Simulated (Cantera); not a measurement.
An adiabatic, constant-pressure homogeneous reactor starts with 4.21 % C₃H₈, 19.2 % O₂, 72.0 % N₂, 4.63 % CO₂, equivalence ratio 1.1, at 1398 K and 1700000 Pa.

Detailed kinetics in Cantera: GRI-Mech 3.0 (53 species, 325 reactions). GRI-Mech 3.0 was tuned for natural gas; its chemistry of propane as a main component is partial and can be far from experiment. The pressure lies above the range GRI-Mech 3.0 was tuned for (to about 10 atm).

Problem. Predict: time of steepest temperature rise; temperature at 0.300 s; equilibrium temperature; x(O₂) at 0.300 s; x(CO₂) at 0.300 s; x(HCN) at 0.300 s; x(NO₂) at 0.300 s.

Solution. 
```json
{
 "time_of_steepest_temperature_rise": "54.9 µs",
 "temperature at 0.300 s": "2847 K",
 "equilibrium_temperature": "2847 K",
 "x(O₂) at 0.300 s": "0.00801 (gas-phase equilibrium 0.00801)",
 "x(CO₂) at 0.300 s": "0.106 (gas-phase equilibrium 0.106)",
 "x(HCN) at 0.300 s": "1.07e-8 (gas-phase equilibrium 1.07e-8)",
 "x(NO₂) at 0.300 s": "3.67e-6 (gas-phase equilibrium 3.67e-6)"
}
```
